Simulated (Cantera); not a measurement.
A freely propagating, adiabatic, planar premixed flame of 18.2 % H2, 17.2 % O2, 64.6 % N2, equivalence ratio 0.53, unburnt at 525 K and 0.310 bar; mixture-averaged transport, grid criteria slope 0.08 and curve 0.16, no radiation.

Computed with Cantera and the H2/O2 subset of GRI-Mech 3.0, which has no nitrogen chemistry. Burning velocities carry a grid error of a few per cent, more on coarse grids. Lean hydrogen flames are cellular in practice and burn faster than this planar one.

### Question
Predict: laminar burning velocity; thermal thickness; peak x(H2O2); peak x(H); peak x(O).

### Answer
| Item | Value |
|---|---|
| laminar burning velocity | 281 cm/s |
| thermal thickness | 1.83 mm |
| peak x(H2O2) | 1.12e-5 |
| peak x(H) | 0.0229 |
| peak x(O) | 0.0118 |
